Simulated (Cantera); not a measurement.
# Stirred combustor or abatement burner

A perfectly stirred reactor is fed with C₃H₈ : O₂ : N₂ : H₂O = 1 : 4.55 : 17.1 : 0.034 (molar parts), at 1.40 bar; it is adiabatic with a 323 K inlet, and is followed from long to short residence time, starting on the burning branch (τ in s: 0.38, 0.15, 0.063, 0.025, 0.01, 0.0042, 0.0017, 0.00069, 0.00028, 0.00011, 4.6e-05, 1.9e-05).

Model: GRI-Mech 3.0 (53 species, 325 reactions), integrated in Cantera. GRI-Mech 3.0 was tuned for natural gas; its chemistry of propane as a main component is partial and can be far from experiment.

```
τ (s)    T (K)   x C₃H₈      x O₂    x CH₂    x C₂H₂     x OH    x HO₂
-------  -----  -------  --------  -------  --------  -------  -------
0.38      2276  4.10e-8  0.000943  5.04e-8   1.17e-6  0.00217  2.00e-7
0.15      2269  9.86e-8   0.00123  1.14e-7   2.24e-6  0.00246  2.68e-7
0.063     2258  2.17e-7   0.00171  2.28e-7   3.68e-6  0.00290  3.90e-7
0.025     2238  4.86e-7   0.00257  4.46e-7   5.66e-6  0.00356  6.21e-7
0.010     2209  1.05e-6   0.00386  8.20e-7   8.21e-6  0.00438  1.00e-6
0.0042    2172  2.12e-6   0.00551  1.40e-6   1.15e-5  0.00523  1.57e-6
0.0017    2125  4.40e-6   0.00765  2.41e-6   1.68e-5  0.00609  2.47e-6
0.00069   2069  9.34e-6    0.0102  4.18e-6   2.62e-5  0.00674  3.80e-6
0.00028   2008  2.11e-5    0.0134  7.63e-6   4.69e-5  0.00700  5.97e-6
0.00011   1931  5.75e-5    0.0188  1.60e-5  0.000110  0.00646  1.12e-5
4.6e-5     323   0.0441     0.201   <1e-12    <1e-12   <1e-12   <1e-12
1.9e-5     323   0.0441     0.201   <1e-12    <1e-12   <1e-12   <1e-12
```
x: mole fraction; the columns are a selection and need not sum to one.
